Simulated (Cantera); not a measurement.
A Cantera script and its output.

```python
import numpy as np
import cantera as ct

gas = ct.Solution("gri30.yaml")
gas.TPX = 1100, 2666, {'N2O': 1, 'H2O': 0.09}
reactor = ct.IdealGasConstPressureReactor(gas, energy="off", clone=False)
net = ct.ReactorNet([reactor])
net.rtol, net.atol = 1e-08, 1e-18
show = ['N2O', 'H2O', 'OH', 'O2', 'H2', 'NO']
times = np.geomspace(6e-05, 20, 9)

steps = ct.SolutionArray(gas, extra=["t"])
rows = []
print(f"{'t/s':>10s}{'T/K':>9s}{'P/Pa':>11s}" + "".join(f"{s:>11s}" for s in show))
for t in times:
    while net.time < t:
        t_next = net.step()
        steps.append(gas.state, t=t_next)
    rows.append([np.interp(t, steps.t, y) for y in (steps.T, steps.P, *steps(*show).X.T)])
    print(f"{t:10.3e}{rows[-1][0]:9.1f}{rows[-1][1]:11.4g}" + "".join(f"{x:11.3e}" for x in rows[-1][2:]))
rate = np.gradient(steps.T, steps.t)
print("integrator steps:", len(steps.t))
if steps.T.max() > steps.T[0] + 200:
    print(f"time of steepest temperature rise: {steps.t[rate.argmax()]:.4e} s")
gas.TPX = 1100, 2666, {'N2O': 1, 'H2O': 0.09}
gas.equilibrate("TP")
print(f"equilibrium (TP): T = {gas.T:.1f} K  " + "  ".join(f"{s} {gas[s].X[0]:.3e}" for s in show))
```

Result:

```
       t/s      T/K       P/Pa        N2O        H2O         OH         O2         H2         NO
 6.000e-05   1100.0       2666  9.174e-01  8.257e-02  8.276e-10  6.074e-09  6.499e-18  8.894e-10
 2.941e-04   1100.0       2666  9.174e-01  8.257e-02  1.591e-08  1.172e-07  7.486e-15  1.715e-08
 1.442e-03   1100.0       2666  9.174e-01  8.257e-02  1.751e-07  1.312e-06  1.817e-12  1.921e-07
 7.067e-03   1100.0       2666  9.174e-01  8.257e-02  9.580e-07  7.917e-06  9.919e-11  1.158e-06
 3.464e-02   1100.0       2666  9.173e-01  8.256e-02  2.946e-06  4.075e-05  2.448e-09  5.815e-06
 1.698e-01   1100.0       2666  9.168e-01  8.255e-02  4.006e-06  2.099e-04  2.259e-08  2.438e-05
 8.324e-01   1100.0       2666  9.141e-01  8.247e-02  5.150e-06  1.042e-03  5.829e-08  9.036e-05
 4.080e+00   1100.0       2666  9.014e-01  8.212e-02  6.515e-06  5.081e-03  3.046e-08  4.195e-04
 2.000e+01   1100.0       2666  8.431e-01  8.047e-02  8.446e-06  2.388e-02  1.480e-08  2.344e-03
integrator steps: 844
equilibrium (TP): T = 1100.0 K  N2O 1.024e-09  H2O 5.660e-02  OH 1.405e-06  O2 3.144e-01  H2 8.201e-10  NO 9.344e-05
```

Cantera simulation using GRI-Mech 3.0 (53 species, 325 reactions); the numbers are that mechanism's predictions, not measurements. GRI-Mech 3.0 was tuned for natural gas; its chemistry of N2O as a main component is partial and can be far from experiment. Radical loss at walls, strong at low pressure, is not modelled. The mechanism lacks the step 2 NO + O2 → 2 NO2, which can matter for NO2 below about 1400 K. The temperature is held fixed by assumption; the heat of reaction is taken as removed at once.
